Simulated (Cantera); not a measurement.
A perfectly stirred reactor is fed with 1.14 % C2H6, 98.9 % N2, at 0.000415 atm; it is held at 1125 K, and followed from long to short residence time.

Model: GRI-Mech 3.0 (53 species, 325 reactions), integrated in Cantera. GRI-Mech 3.0 stops at C3 and has no aromatics, soot or wall deposition, so with more carbon than oxygen in the feed, carbon stays in small species such as C2H2 where larger ones or solid carbon would form. Radical loss at walls, strong at low pressure, is not modelled.

Q: Predict: x(C2H6) at τ = 4.40 s; x(H) at τ = 4.40 s; x(H2) at τ = 4.40 s; x(CH4) at τ = 4.40 s; x(C2H4) at τ = 4.40 s; x(C2H6) at τ = 0.150 s; x(H) at τ = 0.150 s; x(H2) at τ = 0.150 s; x(CH4) at τ = 0.150 s; x(C2H4) at τ = 0.150 s.

A: 
* **x(C2H6) at τ = 4.40 s**: 0.00974
* **x(H) at τ = 4.40 s**: 2.92e-6
* **x(H2) at τ = 4.40 s**: 0.00138
* **x(CH4) at τ = 4.40 s**: 0.000213
* **x(C2H4) at τ = 4.40 s**: 0.00142
* **x(C2H6) at τ = 0.150 s**: 0.0114
* **x(H) at τ = 0.150 s**: 8.26e-8
* **x(H2) at τ = 0.150 s**: 1.57e-6
* **x(CH4) at τ = 0.150 s**: 3.49e-7
* **x(C2H4) at τ = 0.150 s**: 1.65e-6
